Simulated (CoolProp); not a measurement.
Model: reference Helmholtz-energy equation of state, Gao 2016, in CoolProp.

Q: For sulfur dioxide, give the phase and the density (kg/m³), expansivity (1/kK) at 450.6 K and 20.2 bar.

A: 
- 450.6 K and 20.2 bar: gas; density 37.5, expansivity 2.96
